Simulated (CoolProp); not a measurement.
CH2F2 (R32) at several states: fugacity coefficient from the reference equation and from simpler models built on Tc = 78.1 °C, pc = 5783 kPa, ω = 0.277; each cubic takes its own stable root.

Model: reference Helmholtz-energy equation of state, Tillner-Roth 1997, in CoolProp.

| T (°C) | p (kPa) | phase | reference |
|---|---|---|---|
| 76.55 | 11800 | liquid | 0.3523 |
| 70.55 | 165 | gas | 0.9881 |
| 103.85 | 8400 | supercritical | 0.6058 |
| 109.65 | 513 | gas | 0.9749 |
| -127.55 | 1040 | liquid | 0.0001820 |
| 126.75 | 6900 | supercritical | 0.7355 |

Problem. How far does each simpler model (van der Waals, Redlich-Kwong, Soave-Redlich-Kwong, Peng-Robinson) lie from the reference over these 6 states: mean and median of the absolute difference, and the worst?

Solution. 
- van der Waals: mean 3685.9 %, median 2.7 %, worst +22086.8 % at -127.55 °C and 1040 kPa
- Redlich-Kwong: mean 44.4 %, median 1.5 %, worst +251.0 % at -127.55 °C and 1040 kPa
- Soave-Redlich-Kwong: mean 6.7 %, median 4.6 %, worst -18.8 % at -127.55 °C and 1040 kPa
- Peng-Robinson: mean 1.8 %, median 0.6 %, worst +5.5 % at 76.55 °C and 11800 kPa
